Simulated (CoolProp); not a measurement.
Toluene along the isobar 173 bar: density (kg/m³) from the reference equation and from simpler models built on Tc = 591.7 K, pc = 41.26 bar, ω = 0.266; each cubic takes its own stable root.

The numbers come from the reference Helmholtz-energy equation of state, Lemmon 2006 in CoolProp. It is a short technical equation, of lower accuracy than the large ones.

| T (K) | phase | reference | van der Waals | Soave-Redlich-Kwong | Peng-Robinson |
|---|---|---|---|---|---|
| 192.4 | liquid | 968.1 | 563.1 | 833.1 | 931.4 |
| 197 | liquid | 963.9 | 561.7 | 831.1 | 929.4 |
| 201.7 | liquid | 959.6 | 560.3 | 829.1 | 927.2 |
| 206.3 | liquid | 955.4 | 558.8 | 827.1 | 925.1 |
| 210.9 | liquid | 951.2 | 557.4 | 825.1 | 923.0 |
| 215.6 | liquid | 947.0 | 555.9 | 823.0 | 920.7 |
| 220.2 | liquid | 942.9 | 554.5 | 820.9 | 918.5 |
| 224.8 | liquid | 938.8 | 553.1 | 818.8 | 916.3 |
| 229.5 | liquid | 934.6 | 551.6 | 816.6 | 914.0 |
| 234.1 | liquid | 930.5 | 550.1 | 814.4 | 911.7 |
| 238.7 | liquid | 926.5 | 548.7 | 812.2 | 909.3 |
| 243.4 | liquid | 922.4 | 547.2 | 810.0 | 906.9 |
| 248 | liquid | 918.3 | 545.7 | 807.7 | 904.5 |
| 252.6 | liquid | 914.3 | 544.2 | 805.4 | 902.1 |
